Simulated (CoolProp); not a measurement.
Vapour-liquid equilibrium of n-hexane (1) + hexamethyldisiloxane (MM) (2) at 0.153 MPa; x and y are mole fractions of (1).

The numbers come from the multi-fluid Helmholtz-energy mixture model, Thol 2019 and Thol 2016; pair parameters Bell 2016 in CoolProp.

Question: Give the bubble temperature and the first vapour's composition at x = 0.35, 0.55, 0.65. Is there an azeotrope?

Answer: x = 0.35: 102.8 °C, y = 0.529; x = 0.55: 96.2 °C, y = 0.734; x = 0.65: 92.9 °C, y = 0.817. No azeotrope shows between x = 0.05 and 0.95.

The pair parameters rest on a limited set of measurements; away from them the model extrapolates.
